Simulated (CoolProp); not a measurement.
A Linde-Hampson liquefier for dry air: isothermal reversible compression at 250 K from 1 atm to 30 MPa, throttling to 1 atm, return gas leaving the recuperator 0 K below the feed. Each further row changes one setting.

Model: reference Helmholtz-energy equation of state, Lemmon 2000, in CoolProp. It is a pseudo-pure fit of the blend.

```
case                        liquid yield per pass  compression work (kJ/kg of gas)
--------------------------  ---------------------  -------------------------------
as stated                                   0.165                              401
high pressure 60 MPa                        0.161                              463
warm-end temperature 280 K                  0.121                              455
warm-end gap 5 K                            0.153                              401
```
